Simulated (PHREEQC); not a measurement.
Make-up at 25 °C: 0.063 mol NaHCO3, 0.0041 mol Na2SO4, 0.12 mol LiCl and 0.0056 mol TMAH per kg of water. Closed to the air; pH follows from the charge balance.

Model: ion-association model, wateq4f.dat, run in PHREEQC.

This is a speciation only: nothing precipitates in the calculation.

Order these S species by the share of S that they hold, largest first: NaSO4-, LiSO4-, SO4-2.

SO4-2 (80 %), LiSO4- (12 %), NaSO4- (7.9 %)

The pH is 8.81 and the ionic strength 0.201 mol/kgw. (CH3)4N+ isn't in the database: it is added as a free cation with an ion size of 4 Å.
